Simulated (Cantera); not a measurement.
Input: 1 mol Al, 0.49 mol O2, 1.2 mol H2, at 1123.15 K and 0.0133 bar.

Cantera equilibrium calculation (NASA polynomials, part measured and part estimated; ideal gas, pure solids and liquids). Candidate condensed phases: Al, Al2O3, H2O; 19 gas species. Mutual solubility and eutectic melting of coexisting phases are not modelled. Kinetics and transport are ignored.

Base state: H2 1.000 (mole fractions); condensed: Al(l) + Al2O3(s).

Task: What changes in the equilibrium state with this change: O2 from 0.49 to 21 mol?

Result: 
```
species        before    after
-------------  ------  -------
O2              <1e-9    0.942
H2O             <1e-9   0.0576
H2              1.000  1.18e-9
Al(l), mol      0.347        0
Al2O3(s), mol   0.327    0.500
```

Task: What changes in the equilibrium state with this change: temperature from 1123.15 K to 2075 K?

Result: 
```
species         before     after
-------------  -------  --------
H2               1.000     0.785
Al2O           2.55e-8     0.109
Al             2.35e-7    0.0830
H              3.70e-7    0.0204
AlOH             <1e-9  0.000234
H2O              <1e-9   2.57e-5
Al2              <1e-9   1.92e-5
AlO              <1e-9   1.20e-5
Al(l), mol       0.347         0
Al2O3(s), mol    0.327     0.272
```
The tables' values for AlOH are old estimates; treat these amounts as uncertain.

Task: What changes in the equilibrium state with this change: temperature from 1123.15 K to 1900 K?

Result: 
```
species         before    after
-------------  -------  -------
H2               1.000    0.800
Al2O           2.55e-8    0.117
Al             2.35e-7   0.0742
AlOH             <1e-9  6.17e-5
Al2              <1e-9  3.88e-5
H              3.70e-7  0.00615
Al(l), mol       0.347        0
Al2O3(s), mol    0.327    0.269
```
The tables' values for AlOH are old estimates; treat these amounts as uncertain.
